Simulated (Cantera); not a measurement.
A freely propagating, adiabatic, planar premixed flame of H2 : O2 : N2 = 1 : 0.192 : 0.56 (molar parts), unburnt at 375 K and 0.365 atm; mixture-averaged transport, grid criteria slope 0.08 and curve 0.16, no radiation.

Model: the H2/O2 subset of GRI-Mech 3.0, which has no nitrogen chemistry, integrated in Cantera. Burning velocities carry a grid error of a few per cent, more on coarse grids.

x: mole fraction of selected species; z is measured from the peak of heat release.

```csv
z (mm),T (K),u (m/s),x H2,x O2,x HO2,x O,x OH,x H2O
-4.27,375,4.08,0.571,0.110,<1e-8,<1e-8,<1e-8,<1e-8
-2.85,375,4.08,0.571,0.110,<1e-8,<1e-8,<1e-8,<1e-8
-2.14,375,4.08,0.571,0.110,<1e-8,<1e-8,<1e-8,<1e-8
-1.42,375,4.08,0.571,0.110,3.55e-8,<1e-8,<1e-8,3.87e-8
-0.712,396,4.29,0.568,0.110,(withheld),(withheld),(withheld),(withheld)
-0.356,673,7.08,0.534,0.103,9.71e-5,0.000177,0.000516,0.0226
0,1078,11.0,0.436,0.0679,3.25e-5,0.00197,0.00106,0.102
0.356,1329,13.6,0.349,0.0157,7.05e-6,0.00176,0.00170,0.201
0.712,1430,14.6,0.332,0.00212,9.01e-7,0.000619,0.00160,0.228
1.42,1525,15.4,0.337,0.000183,7.52e-8,0.000390,0.00180,0.233
2.85,1630,16.4,0.347,(withheld),(withheld),(withheld),0.00199,0.235
5.70,1737,17.3,0.358,6.95e-5,2.90e-8,0.000234,0.00200,0.237
11.4,1834,18.1,0.368,4.11e-5,1.85e-8,0.000143,0.00178,0.240
```

What belongs in the gaps?


- -0.712, x HO2: 0.000153
- -0.712, x O: 4.27e-6
- -0.712, x OH: 4.09e-5
- -0.712, x H2O: 0.000530
- 2.85, x O2: 9.96e-5
- 2.85, x HO2: 4.08e-8
- 2.85, x O: 0.000324
